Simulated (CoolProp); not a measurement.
A single-stage vapour-compression cycle with carbonyl sulfide: evaporating at 256.15 K (dew point), condensing at 315.15 K (bubble point), superheat 5 K, subcooling 0 K, compressor efficiency 0.8, no pressure losses. Each further row changes one setting.

Values from CoolProp's reference Helmholtz-energy equation of state, Lemmon 2006. It is a short technical equation, of lower accuracy than the large ones.

| case | cooling COP | pressure ratio | discharge temperature (K) | refrigerating effect (kJ/kg) | volumetric capacity (kJ/m³) |
|---|---|---|---|---|---|
| as stated | 2.65 | 5.04 | 386.3 | 210 | 2350 |
| evaporating temperature 261.15 K | … | … | 378.7 | 212 | … |
| condensing temperature 310.15 K | 2.97 | 4.51 | 376.5 | 217 | 2440 |
| subcooling 5 K | 2.74 | 5.04 | 386.3 | 217 | 2440 |
| superheat 15 K | 2.62 | 5.04 | … | 217 | … |
| compressor efficiency 0.7 | … | 5.04 | … | 210 | 2350 |

Question: Complete the blanks.

Answer: 
- evaporating temperature 261.15 K, cooling COP: 3.00
- evaporating temperature 261.15 K, pressure ratio: 4.27
- evaporating temperature 261.15 K, volumetric capacity (kJ/m³): 2780
- superheat 15 K, discharge temperature (K): 399.2
- superheat 15 K, volumetric capacity (kJ/m³): 2330
- compressor efficiency 0.7, cooling COP: 2.32
- compressor efficiency 0.7, discharge temperature (K): 399.6
